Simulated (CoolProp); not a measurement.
Vapour pressure (MPa) of water: the reference equation beside estimates from Tc = 373.9 °C, pc = 22.06 MPa, ω = 0.344. Clausius-Clapeyron is anchored at 155.95 °C with a constant enthalpy of vaporisation of 37.74 kJ/mol.

Values from CoolProp's reference Helmholtz-energy equation of state, Wagner 2002.

```json
[
 {"T (°C)": "151.45", "reference": "0.4950", "Lee-Kesler": "0.4831", "Clausius-Clapeyron": "0.4980", "van der Waals": "3.153", "Redlich-Kwong": "1.090", "Soave-Redlich-Kwong": "0.4839", "Peng-Robinson": "0.4880"},
 {"T (°C)": "155.95", "reference": "0.5571", "Lee-Kesler": "0.5463", "Clausius-Clapeyron": "0.5571", "van der Waals": "3.336", "Redlich-Kwong": "1.201", "Soave-Redlich-Kwong": "0.5469", "Peng-Robinson": "0.5505"},
 {"T (°C)": "160.55", "reference": "0.6269", "Lee-Kesler": "0.6175", "Clausius-Clapeyron": "0.6233", "van der Waals": "3.530", "Redlich-Kwong": "1.322", "Soave-Redlich-Kwong": "0.6178", "Peng-Robinson": "0.6208"},
 {"T (°C)": "165.05", "reference": "0.7018", "Lee-Kesler": "0.6941", "Clausius-Clapeyron": "0.6940", "van der Waals": "3.727", "Redlich-Kwong": "1.449", "Soave-Redlich-Kwong": "0.6941", "Peng-Robinson": "0.6963"},
 {"T (°C)": "169.65", "reference": "0.7855", "Lee-Kesler": "0.7798", "Clausius-Clapeyron": "0.7728", "van der Waals": "3.935", "Redlich-Kwong": "1.588", "Soave-Redlich-Kwong": "0.7795", "Peng-Robinson": "0.7808"},
 {"T (°C)": "174.15", "reference": "0.8749", "Lee-Kesler": "0.8715", "Clausius-Clapeyron": "0.8568", "van der Waals": "4.147", "Redlich-Kwong": "1.733", "Soave-Redlich-Kwong": "0.8710", "Peng-Robinson": "0.8712"},
 {"T (°C)": "178.75", "reference": "0.9743", "Lee-Kesler": "0.9737", "Clausius-Clapeyron": "0.9500", "van der Waals": "4.370", "Redlich-Kwong": "1.891", "Soave-Redlich-Kwong": "0.9729", "Peng-Robinson": "0.9718"},
 {"T (°C)": "183.25", "reference": "1.080", "Lee-Kesler": "1.082", "Clausius-Clapeyron": "1.049", "van der Waals": "4.596", "Redlich-Kwong": "2.056", "Soave-Redlich-Kwong": "1.081", "Peng-Robinson": "1.079"}
]
```

Absolute difference from the reference over all 8 rows, mean and median: Lee-Kesler 1.0 and 0.9 %, Clausius-Clapeyron 1.4 and 1.4 %, van der Waals 422.4 and 416.0 %, Redlich-Kwong 104.7 and 104.3 %, Soave-Redlich-Kwong 1.0 and 0.9 %, Peng-Robinson 0.7 and 0.7 %.
